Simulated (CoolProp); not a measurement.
Oxygen at 298.15 K and 11.5 MPa is compressed adiabatically to 79.5 MPa with isentropic efficiency 0.9. Each further row changes one setting.

Computed with CoolProp (reference Helmholtz-energy equation of state, Schmidt 1985).

| case | work (kJ/kg) | final temperature (K) | final density (kg/m³) |
|---|---|---|---|
| as stated | 246 | 536.1 | 431 |
| efficiency 1 | 221 | 514.5 | 447 |
| efficiency 0.65 | 341 | 619.8 | 379 |

Above 300 K oxygen's equation is extrapolated.
